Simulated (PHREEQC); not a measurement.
# Reverse-osmosis permeate (model solution)

Model water analysis in mg/L, 25 °C, pH 6.84, pe 8.6: Na 1.67; K 0.000873; Ca 0.776; Mg 0.585; Cl 3.91; S(6) as SO4 1.21; Alkalinity as HCO3 1.68; O(0) (dissolved oxygen) 0.0038.

Valence states are taken as typed.

Computed with PHREEQC (ion-association model, phreeqc.dat).

```yaml
ionic_strength: 0.000217 mol/kgw
charge_balance_error: -1.1 %
```

```csv
species,molality,activity,log γ
Cl-,0.000110,0.000108,-0.007
Na+,7.26e-5,7.14e-5,-0.007
HCO3-,2.76e-5,2.71e-5,-0.007
Mg+2,2.40e-5,2.24e-5,-0.029
Ca+2,1.93e-5,1.81e-5,-0.029
SO4-2,1.25e-5,1.17e-5,-0.029
CO2,8.81e-6,8.81e-6,0.000
H+,1.47e-7,1.45e-7,-0.007
O2,1.19e-7,1.19e-7,0.000
OH-,7.12e-8,7.00e-8,-0.007
MgSO4,6.14e-8,6.14e-8,0.000
CaSO4,3.75e-8,3.75e-8,0.000
K+,2.23e-8,2.20e-8,-0.007
CO3-2,9.41e-9,8.80e-9,-0.029
MgHCO3+,7.24e-9,7.12e-9,-0.007
```

This is a speciation only: nothing precipitates in the calculation.
